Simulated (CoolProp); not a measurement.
Properties of dimethyl carbonate along the isotherm 326.85 °C.

Computed with CoolProp (reference Helmholtz-energy equation of state, Zhou 2011).

```json
[
 {"p (MPa)": "0.155", "phase": "gas", "Z": "0.9914", "cp (kJ/(kg K))": "1.865", "expansivity (1/kK)": "1.715", "fugacity coefficient": "0.9915"},
 {"p (MPa)": "0.242", "phase": "gas", "Z": "0.9866", "cp (kJ/(kg K))": "1.868", "expansivity (1/kK)": "1.743", "fugacity coefficient": "0.9867"},
 {"p (MPa)": "0.376", "phase": "gas", "Z": "0.9791", "cp (kJ/(kg K))": "1.873", "expansivity (1/kK)": "1.787", "fugacity coefficient": "0.9794"},
 {"p (MPa)": "0.586", "phase": "gas", "Z": "0.9672", "cp (kJ/(kg K))": "1.880", "expansivity (1/kK)": "1.861", "fugacity coefficient": "0.9680"},
 {"p (MPa)": "0.912", "phase": "gas", "Z": "0.9485", "cp (kJ/(kg K))": "1.893", "expansivity (1/kK)": "1.985", "fugacity coefficient": "0.9504"},
 {"p (MPa)": "1.42", "phase": "gas", "Z": "0.9186", "cp (kJ/(kg K))": "1.917", "expansivity (1/kK)": "2.208", "fugacity coefficient": "0.9234"},
 {"p (MPa)": "2.21", "phase": "gas", "Z": "0.8697", "cp (kJ/(kg K))": "1.964", "expansivity (1/kK)": "2.648", "fugacity coefficient": "0.8819"},
 {"p (MPa)": "3.44", "phase": "gas", "Z": "0.7863", "cp (kJ/(kg K))": "2.081", "expansivity (1/kK)": "3.707", "fugacity coefficient": "0.8187"},
 {"p (MPa)": "5.36", "phase": "supercritical", "Z": "0.6308", "cp (kJ/(kg K))": "2.540", "expansivity (1/kK)": "7.614", "fugacity coefficient": "0.7222"},
 {"p (MPa)": "8.35", "phase": "supercritical", "Z": "0.3950", "cp (kJ/(kg K))": "3.992", "expansivity (1/kK)": "16.31", "fugacity coefficient": "0.5807"},
 {"p (MPa)": "13", "phase": "supercritical", "Z": "0.4226", "cp (kJ/(kg K))": "2.952", "expansivity (1/kK)": "5.870", "fugacity coefficient": "0.4437"},
 {"p (MPa)": "20.2", "phase": "supercritical", "Z": "0.5666", "cp (kJ/(kg K))": "2.591", "expansivity (1/kK)": "3.176", "fugacity coefficient": "0.3540"},
 {"p (MPa)": "31.5", "phase": "supercritical", "Z": "0.7990", "cp (kJ/(kg K))": "2.414", "expansivity (1/kK)": "2.041", "fugacity coefficient": "0.3064"},
 {"p (MPa)": "49.1", "phase": "supercritical", "Z": "1.146", "cp (kJ/(kg K))": "2.316", "expansivity (1/kK)": "1.437", "fugacity coefficient": "0.3012"}
]
```

The peak of cp marks the crossing from liquid-like to gas-like fluid above the critical point.
